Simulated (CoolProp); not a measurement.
Methanol along the isotherm 532 K: density (kg/m³) from the reference equation and from simpler models built on Tc = 513.4 K, pc = 8.216 MPa, ω = 0.565; each cubic takes its own stable root.

Computed with CoolProp (reference Helmholtz-energy equation of state, de Reuck 1993).

```csv
p (MPa),phase,reference
1.37,gas,10.43
2.74,gas,22.15
4.11,gas,35.73
5.48,gas,52.00
6.85,gas,72.71
8.22,supercritical,102.4
9.59,supercritical,151.2
11,supercritical,281.0
12.3,supercritical,377.4
```

Task: How far does each simpler model (ideal gas, van der Waals, Redlich-Kwong, Soave-Redlich-Kwong, Peng-Robinson) lie from the reference over these 9 states: mean and median of the absolute difference, and the worst?

Result: 
- ideal gas: mean 36.8 %, median 31.8 %, worst -76.4 % at 532 K and 12.3 MPa
- van der Waals: mean 9.1 %, median 2.0 %, worst -35.6 % at 532 K and 12.3 MPa
- Redlich-Kwong: mean 5.9 %, median 0.6 %, worst -27.5 % at 532 K and 12.3 MPa
- Soave-Redlich-Kwong: mean 8.9 %, median 2.4 %, worst -34.8 % at 532 K and 12.3 MPa
- Peng-Robinson: mean 6.9 %, median 1.7 %, worst -29.3 % at 532 K and 12.3 MPa
